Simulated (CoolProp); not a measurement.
Vapour-liquid equilibrium of n-hexane (1) + toluene (2) at 131.15 °C; x and y are mole fractions of (1).

The numbers come from the multi-fluid Helmholtz-energy mixture model, Thol 2019 and Lemmon 2006; pair parameters Bell 2016 in CoolProp.

### Question
Give the bubble pressure and the first vapour's composition at x = 0.55, 0.65, 0.95. Is there an azeotrope?

### Answer
x = 0.55: 381.0 kPa, y = 0.751; x = 0.65: 410.5 kPa, y = 0.812; x = 0.95: 497.4 kPa, y = 0.974. No azeotrope shows between x = 0.05 and 0.95.

The pair parameters rest on a limited set of measurements; away from them the model extrapolates.
